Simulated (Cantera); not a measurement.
Charge: 1 mol c-C4F8, 0.048 mol HCl, 0.21 mol H2, equilibrated at 2098 K and 370 Pa.

These are equilibrium values from Cantera (NASA tables, ideal gas, pure condensed phases), not measurements of a reactor. Candidate condensed phases: C, C6H6, C7H8, C8H18; 118 gas species. The feed counts by its element totals alone. Gases not in the tables: C2F6 and larger saturated fluorocarbons. Equilibrium is a limit: real reactors are often held back by kinetics, nucleation or transport.

Base state: CF4 0.420, CF2 0.257, F 0.148, HF 0.148, Cl 0.0151, CF3 0.0115, CF 0.00109, CClF3 1.42e-5 (mole fractions); condensed: C(graphite).

**Question.** What changes in the equilibrium state with this change: pressure from 370 Pa to 8.00 Pa?

**Answer.** 
| species | before | after |
|---|---|---|
| F | 0.148 | 0.766 |
| CF2 | 0.257 | 0.150 |
| HF | 0.148 | 0.0675 |
| CF4 | 0.420 | 0.00308 |
| CF3 | 0.0115 | 0.000754 |
| Cl | 0.0151 | 0.00692 |
| CClF3 | 1.42e-5 | 9.19e-9 |
| HCl | 1.23e-5 | 4.97e-7 |
| ClF | 1.33e-5 | 6.81e-7 |
| CF | 0.00109 | 0.00564 |
| C(graphite), mol | 1.81 | 2.90 |

**Question.** What changes in the equilibrium state with this change: temperature from 2098 K to 1623 K?

**Answer.** 
```tsv
species	before	after
CF4	0.420	0.781
HF	0.148	0.194
Cl	0.0151	0.0192
CF2	0.257	0.00338
F	0.148	0.000847
CF3	0.0115	0.000419
CF	0.00109	3.87e-7
Cl2	7.59e-7	8.62e-5
HCl	1.23e-5	0.000349
CClF3	1.42e-5	0.000261
C(graphite), mol	1.81	2.11
```
